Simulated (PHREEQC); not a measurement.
0.04 g of hydrous ferric oxide (600 m²/g; 0.2 weak and 0.005 strong sites per Fe, Dzombak-Morel constants, diffuse double layer) in 1 kg of water with 0.005 mol/kgw of an inert sodium salt and 0.00028 mmol/kgw CuSO4, at 25 °C; the pH is set by adding NaOH or the inert anion's acid. Oxygen is held at 0.21 atm. CO2 from the air is kept out. Nothing may precipitate in this run.

Equilibrium calculation in PHREEQC: ion-association model, wateq4f.dat.

Predict S sorbed (%) at pH = 6, 7.88, 8.25.


```tsv
pH	S sorbed (%)
6	70.0
7.88	0.1
8.25	0.0
```

The database's constant for dissolved Cu(OH)2 is higher than later reviews accept. The oxide is taken as insoluble; below pH 4 it would dissolve.
